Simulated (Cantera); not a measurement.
# MgCO3 + SO3 + O2 + SO2 (roasting and sulfation)

Input: 1 mol MgCO3, 0.75 mol SO3, 0.9 mol O2, 0.055 mol SO2, equilibrated at 1.60 bar.

Equilibrium computed with Cantera from the NASA thermochemical tables; the gas is ideal and each condensed phase is pure. Candidate condensed phases: C, Mg, MgCO3, MgO, MgS, MgSO4, S; 26 gas species. Mutual solubility and eutectic melting of coexisting phases are not modelled. The numbers say what is thermodynamically allowed, not how fast it happens.

From 677 °C to 1052 °C the condensed part is MgO(s) + MgSO4(s). From 1127 °C to 1502 °C the condensed part is MgO(s).

```
T (°C)  x CO2   x O2     x SO2     x SO3      x CO  n MgO(s)  n MgSO4(s)
------  -----  -----  --------  --------  --------  --------  ----------
677     0.534  0.466   1.89e-7   5.48e-7  6.29e-12     0.195       0.805
752     0.534  0.466   6.13e-6   7.18e-6  8.63e-11     0.195       0.805
827     0.534  0.466  0.000122   6.53e-5  8.26e-10     0.195       0.805
902     0.533  0.465   0.00162  0.000442   5.90e-9     0.199       0.801
977     0.520  0.462    0.0156   0.00234   3.27e-8     0.230       0.770
1052    0.435  0.438     0.117    0.0101   1.30e-7     0.488       0.512
1127    0.327  0.410     0.250    0.0131   3.96e-7      1.00           0
1202    0.326  0.411     0.254   0.00876   1.34e-6      1.00           0
1277    0.326  0.412     0.256   0.00607   4.05e-6      1.00           0
1352    0.325  0.413     0.258   0.00435   1.10e-5      1.00           0
1427    0.325  0.413     0.259   0.00320   2.75e-5      1.00           0
1502    0.325  0.413     0.259   0.00242   6.32e-5      1.00           0
```
x: gas mole fraction; n: condensed amount in mol.
